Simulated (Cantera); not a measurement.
Standard-state values (1 bar) from the NASA 1993 polynomials, evaluated with Cantera. Values are per mole of reaction as written; species without (g) are pure solids or liquids, kept so even where they would boil at 1 bar.

a) Mg + Br2(g) ⇌ MgBr2
b) Ca + Br2(g) ⇌ CaBr2
c) H2(g) + Br2(g) ⇌ 2 HBr(g)
d) Hg + Br2(g) ⇌ HgBr2

Problem. Order these by ΔG° at 475 K, most negative first.

Solution. b (-640 kJ), a (-479 kJ), d (-129 kJ), c (-114 kJ)
